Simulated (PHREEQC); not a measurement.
Dissolve 1.3 mol HCl, 4.4e-05 mol ZnSO4 and 0.0037 mol MgSO4 per kg of water at 25 °C. Closed to the air; pH follows from the charge balance.

Computed with PHREEQC (ion-association model, phreeqc.dat).

```json
{
  "pH": "0.02",
  "ionic_strength": "1.31 mol/kgw",
  "activity_of_water": "0.956",
  "density": "1.019 g/cm³",
  "total_alkalinity": "-1300 meq/kg"
}
```

| species | molality | activity | log γ |
|---|---|---|---|
| Cl- | 1.30 | 0.775 | -0.225 |
| H+ | 1.30 | 0.954 | -0.133 |
| Mg+2 | 0.00369 | 0.00117 | -0.499 |
| HSO4- | 0.00350 | 0.00297 | -0.072 |
| SO4-2 | 0.000233 | 3.20e-5 | -0.863 |
| Zn+2 | 1.62e-5 | 2.51e-6 | -0.811 |
| ZnCl4-2 | 9.30e-6 | 1.44e-6 | -0.811 |
| ZnCl+ | 8.97e-6 | 5.24e-6 | -0.233 |

Precipitation was switched off in this run. Ionic strength above about 0.7 mol/kgw puts this run outside the model's range. Complexes and solids missing from the database can't appear.
